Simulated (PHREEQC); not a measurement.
Consider water at 25 °C with 0.0022 mol MgCl2, 0.0096 mol Na2SO4 and 2.1e-06 mol H4SiO4 per kg of water. It is in equilibrium with CO2 at log p = -2 (atm). Otherwise closed; pH follows from the charge balance.

Computed with PHREEQC (ion-association model, wateq4f.dat).

| Quantity | Result |
|---|---|
| pH | 4.98 |
| ionic strength | 0.0314 mol/kgw |

```json
[
 {"species": "Na+", "molality": "0.0188", "activity": "0.0159", "log γ": "-0.071"},
 {"species": "SO4-2", "molality": "0.00840", "activity": "0.00439", "log γ": "-0.281"},
 {"species": "Cl-", "molality": "0.00440", "activity": "0.00370", "log γ": "-0.075"},
 {"species": "Mg+2", "molality": "0.00142", "activity": "0.000765", "log γ": "-0.268"},
 {"species": "MgSO4", "molality": "0.000782", "activity": "0.000788", "log γ": "0.003"},
 {"species": "NaSO4-", "molality": "0.000412", "activity": "0.000351", "log γ": "-0.069"},
 {"species": "CO2", "molality": "0.000338", "activity": "0.000340", "log γ": "0.003"},
 {"species": "HCO3-", "molality": "1.70e-5", "activity": "1.45e-5", "log γ": "-0.069"},
 {"species": "H+", "molality": "1.20e-5", "activity": "1.04e-5", "log γ": "-0.059"},
 {"species": "HSO4-", "molality": "5.27e-6", "activity": "4.46e-6", "log γ": "-0.072"},
 {"species": "H4SiO4", "molality": "2.10e-6", "activity": "2.12e-6", "log γ": "0.003"},
 {"species": "MgHCO3+", "molality": "1.53e-7", "activity": "1.30e-7", "log γ": "-0.073"}
]
```

Precipitation was switched off in this run. Complexes and solids missing from the database can't appear.
